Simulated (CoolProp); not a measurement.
Properties of m-xylene along the isobar 0.926 MPa (Tc = 616.9 K, pc = 3.535 MPa, ω = 0.326).

Computed with CoolProp (reference Helmholtz-energy equation of state, Zhou 2012).

```
T (K)  phase  density (kg/m³)  viscosity (µPa s)
-----  -----  ---------------  -----------------
557.9    gas            24.92               12.3
564.1    gas            24.46               12.4
570.3    gas            24.03               12.6
576.6    gas            23.61               12.7
582.8    gas            23.21               12.9
589      gas            22.84               13.0
595.2    gas            22.48               13.1
601.4    gas            22.14               13.3
607.6    gas            21.81               13.4
613.8    gas            21.49               13.5
620      gas            21.19               13.7
```

Viscosity comes from a separate model (Cao 2016).
